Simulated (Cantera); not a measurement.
Input (Python, Cantera) and output of one run.

```python
import numpy as np
import cantera as ct

gas_names = """
    Cr CrN CrO CrO2 CrO3 H HNO HNO2 HNO3 HO2 H2 H2O H2O2 N NH NH2 NH3 NH2OH NO NO2 NO3 N2 N2H2 N2H4 N2O
    O OH O2 O3
""".split()
cond_names = """
    Cr(cr) Cr(L) CrN(s) Cr2N(s) Cr2O3(s) Cr2O3(L) H2O(s) H2O(L)
""".split()


def load(file, names, dense=False):
    # The tables refer to 1 bar. Condensed volumes are neglected.
    table = {s.name: s for s in ct.Species.list_from_file(file)}
    out = []
    for n in names:
        d = dict(table[n].input_data)
        d["thermo"] = dict(d["thermo"], **{"reference-pressure": 1e5})
        if dense:
            d["equation-of-state"] = {"model": "constant-volume", "density": "1e6 g/cm^3"}
        out.append(ct.Species.from_dict(d))
    return out


gas = ct.Solution(thermo="ideal-gas", species=load("nasa_gas.yaml", gas_names))
cond = {s.name: ct.Solution(thermo="fixed-stoichiometry", species=[s], name=s.name)
        for s in load("nasa_condensed.yaml", cond_names, dense=True)}
atoms = {
    'Cr2O3': {'Cr': 2, 'O': 3},
    'H2': {'H': 2},
    'N2': {'N': 2},
}
top_T = {'CrN(s)': 1900, 'Cr2N(s)': 1900}  # K; cautious upper limits of use, not melting points


def equilibrate(T, P, feed):
    n = {}
    for name, mol in feed.items():
        for a, k in atoms[name].items():
            n[a] = n.get(a, 0.0) + k * mol
    gas.TPX = T, P, n
    mass = sum(n.values()) * gas.mean_molecular_weight
    gas.equilibrate("TP")
    valid = [c for c in cond.values() if c.min_temp <= T <= top_T.get(c.name, c.max_temp)]
    mix = ct.Mixture([(gas, mass / gas.mean_molecular_weight)] + [(c, 0.0) for c in valid])
    mix.T, mix.P = T, P
    mix.equilibrate("TP", solver="vcs", rtol=1e-11, max_steps=5000)
    return mix


results = []
feed = {'Cr2O3': 1, 'H2': 640, 'N2': 20}  # mol
P = 390000  # Pa
for T in [1150, 1200, 1250, 1300, 1350, 1400, 1450, 1500, 1550, 1600, 1650]:
    mix = equilibrate(T, P, feed)
    results.append((T, P, feed, dict(zip(mix.species_names, mix.species_moles))))

top = {s: max(r[3][s] / sum(r[3][g] for g in gas_names) for r in results) for s in gas_names}
cols = sorted((s for s in top if top[s] > 1e-05), key=lambda s: -top[s])[:9]
seen = [c for c in cond_names if any(r[3].get(c, 0) > 1e-12 for r in results)]
print("log10 of partial pressures in bar; condensed amounts in mol")
print(f"{'T/K':>10s}" + "".join(f"{s[:9]:>10s}" for s in cols + seen))
for T, P, feed, n in results:
    ng = sum(n[g] for g in gas_names)
    print(f"{T:10.4g}" + "".join(f"{np.log10(max(n[s] / ng * P / 1e5, 1e-99)):10.3f}" for s in cols)
          + "".join(f"{n.get(c, 0):10.4g}" for c in seen))
```

It prints:

```
log10 of partial pressures in bar; condensed amounts in mol
       T/K        H2        N2       H2O       NH3         H    Cr(cr)    CrN(s)   Cr2N(s)  Cr2O3(s)
      1150     0.578    -0.929    -3.083    -3.211    -6.838         0    0.0932         0    0.9534
      1200     0.578    -0.930    -2.986    -3.317    -6.416         0    0.1164         0    0.9418
      1250     0.578    -0.929    -2.862    -3.414    -6.027         0         0   0.07743    0.9226
      1300     0.577    -0.929    -2.725    -3.505    -5.667         0         0    0.1063    0.8937
      1350     0.577    -0.929    -2.597    -3.589    -5.334         0         0    0.1425    0.8575
      1400     0.577    -0.930    -2.479    -3.667    -5.024         0         0     0.187     0.813
      1450     0.577    -0.930    -2.370    -3.740    -4.736         0         0    0.2407    0.7593
      1500     0.577    -0.931    -2.267    -3.808    -4.466         0         0    0.3046    0.6954
      1550     0.577    -0.932    -2.172    -3.872    -4.213         0         0    0.3795    0.6204
      1600     0.577    -0.928    -2.061    -3.930    -3.976    0.9806         0         0    0.5094
      1650     0.576    -0.928    -1.939    -3.986    -3.754     1.298         0         0    0.3503
```

Method: chemical equilibrium by Gibbs-energy minimisation in Cantera with the NASA 1993 tables (ideal gas, pure condensed phases). Mutual solubility and eutectic melting of coexisting phases are not modelled.
